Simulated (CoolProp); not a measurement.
The numbers come from the reference Helmholtz-energy equation of state, de Reuck 1993 in CoolProp.

Task: Give the vapour pressure (bar), liquid cp (kJ/(kg K)), surface tension (mN/m) of saturated methanol at 401.9, 442.6 K.

Result: 
```json
[
 {"T (K)": "401.9", "p (bar)": "8.14", "liquid cp (kJ/(kg K))": "3.52", "surface tension (mN/m)": "12.7"},
 {"T (K)": "442.6", "p (bar)": "21.7", "liquid cp (kJ/(kg K))": "4.22", "surface tension (mN/m)": "8.20"}
]
```

Surface tension comes from a separate correlation (Mulero 2012).
